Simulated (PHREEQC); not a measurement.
Solution (25 °C): 0.087 mol HCl, 0.013 mol MnSO4 and 7.2e-05 mol Na2SO4 per kg of water. Closed to the air; pH follows from the charge balance.

All values are PHREEQC results (ion-association model, wateq4f.dat), not measurements.

```csv
quantity,before,after
pH,1.20,1.14
ionic strength (mol/kgw),0.115,0.0871
HSO4- (mol/kgw),0.00910,5.59e-5
SO4-2 (mol/kgw),0.00316,1.61e-5
```

Problem. Name the change that produced these shifts.
A) diluted 10-fold with water
B) HCl from 0.087 to 0.0435 mol/kgw
C) Na2SO4 replaced by ZnSO4 at the same molality
D) temperature from 25 to 90 °C
E) MnSO4 left out

Solution. E, MnSO4 left out

No solid was allowed to form.
